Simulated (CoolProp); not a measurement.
Fluorine along the isotherm -197.95 °C: fugacity coefficient from the reference equation and from simpler models built on Tc = -128.7 °C, pc = 5.240 MPa, ω = 0.045; each cubic takes its own stable root.

Values from CoolProp's reference Helmholtz-energy equation of state, de Reuck 1990.

```json
[
 {"p (MPa)": "1.67", "phase": "liquid", "reference": "0.01755", "van der Waals": "0.1182", "Redlich-Kwong": "0.01292", "Soave-Redlich-Kwong": "0.01780"},
 {"p (MPa)": "3.33", "phase": "liquid", "reference": "0.009384", "van der Waals": "0.06507", "Redlich-Kwong": "0.006901", "Soave-Redlich-Kwong": "0.009512"},
 {"p (MPa)": "5", "phase": "liquid", "reference": "0.006665", "van der Waals": "0.04758", "Redlich-Kwong": "0.004897", "Soave-Redlich-Kwong": "0.006753"},
 {"p (MPa)": "6.67", "phase": "liquid", "reference": "0.005328", "van der Waals": "0.03914", "Redlich-Kwong": "0.003910", "Soave-Redlich-Kwong": "0.005396"},
 {"p (MPa)": "8.33", "phase": "liquid", "reference": "0.004547", "van der Waals": "0.03436", "Redlich-Kwong": "0.003334", "Soave-Redlich-Kwong": "0.004602"},
 {"p (MPa)": "10", "phase": "liquid", "reference": "0.004038", "van der Waals": "0.03139", "Redlich-Kwong": "0.002957", "Soave-Redlich-Kwong": "0.004085"},
 {"p (MPa)": "11.7", "phase": "liquid", "reference": "0.003683", "van der Waals": "0.02945", "Redlich-Kwong": "0.002694", "Soave-Redlich-Kwong": "0.003724"},
 {"p (MPa)": "13.3", "phase": "liquid", "reference": "0.003444", "van der Waals": "0.02828", "Redlich-Kwong": "0.002517", "Soave-Redlich-Kwong": "0.003480"},
 {"p (MPa)": "15", "phase": "liquid", "reference": "0.003257", "van der Waals": "0.02752", "Redlich-Kwong": "0.002379", "Soave-Redlich-Kwong": "0.003290"},
 {"p (MPa)": "16.7", "phase": "liquid", "reference": "0.003121", "van der Waals": "0.02711", "Redlich-Kwong": "0.002277", "Soave-Redlich-Kwong": "0.003151"},
 {"p (MPa)": "18.3", "phase": "liquid", "reference": "0.003027", "van der Waals": "0.02699", "Redlich-Kwong": "0.002206", "Soave-Redlich-Kwong": "0.003054"},
 {"p (MPa)": "20", "phase": "liquid", "reference": "0.002954", "van der Waals": "0.02707", "Redlich-Kwong": "0.002150", "Soave-Redlich-Kwong": "0.002978"}
]
```
